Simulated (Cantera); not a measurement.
Charge: 1 mol HgO, 0.32 mol O2, 7.1 mol H2, equilibrated at 850 K and 0.390 bar.

These are equilibrium values from Cantera (NASA tables, ideal gas, pure condensed phases), not measurements of a reactor. Candidate condensed phases: H2O, Hg, HgO; 10 gas species. Rates play no part.

Base state: H2 0.674, H2O 0.202, Hg 0.123 (mole fractions); condensed: gas only.

Q: What changes in the equilibrium state with this change: O2 from 0.32 to 2.6 mol?

A: 
| species | before | after |
|---|---|---|
| H2O | 0.202 | 0.765 |
| Hg | 0.123 | 0.123 |
| H2 | 0.674 | 0.111 |
